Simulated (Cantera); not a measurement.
A closed system holds: 1 mol Nb, 22 mol H2O, at 2450 °C and 4400 Pa.

Method: chemical equilibrium by Gibbs-energy minimisation in Cantera with the NASA 1993 tables (ideal gas, pure condensed phases). Candidate condensed phases: H2O, Nb, NbO, NbO2, Nb2O5; 12 gas species. The numbers say what is thermodynamically allowed, not how fast it happens.

Base state: H2O 0.488, H2 0.179, H 0.125, OH 0.0892, O2 0.0435, O 0.0395, NbO2 0.0352, NbO 5.84e-5 (mole fractions); condensed: gas only.

Task: What changes in the equilibrium state with this change: temperature from 2450 °C to 1800 °C?

Result: 
| species | before | after |
|---|---|---|
| H2O | 0.488 | 0.878 |
| H2 | 0.179 | 0.114 |
| H | 0.125 | 0.00423 |
| OH | 0.0892 | 0.00372 |
| NbO2 | 0.0352 | 4.54e-5 |
| O | 0.0395 | 9.94e-5 |
| O2 | 0.0435 | 0.000328 |
| NbO | 5.84e-5 | 3.61e-9 |
| Nb2O5(l), mol | 0 | 0.499 |
Condensed phases not in the tables: the oxides between NbO2 and Nb2O5.

Task: What changes in the equilibrium state with this change: temperature from 2450 °C to 950 °C?

Result: 
| species | before | after |
|---|---|---|
| H2O | 0.488 | 0.886 |
| H2 | 0.179 | 0.114 |
| H | 0.125 | 4.83e-7 |
| OH | 0.0892 | 3.40e-8 |
| O2 | 0.0435 | <1e-9 |
| O | 0.0395 | <1e-9 |
| NbO2 | 0.0352 | <1e-9 |
| NbO | 5.84e-5 | <1e-9 |
| Nb2O5(s), mol | 0 | 0.500 |
Condensed phases not in the tables: the oxides between NbO2 and Nb2O5.

Task: What changes in the equilibrium state with this change: pressure from 4400 Pa to 2000 Pa?

Result: 
```csv
species,before,after
H2O,0.488,0.376
H,0.125,0.189
H2,0.179,0.187
O,0.0395,0.0641
O2,0.0435,0.0519
OH,0.0892,0.0996
NbO2,0.0352,0.0321
NbO,5.84e-5,7.24e-5
```
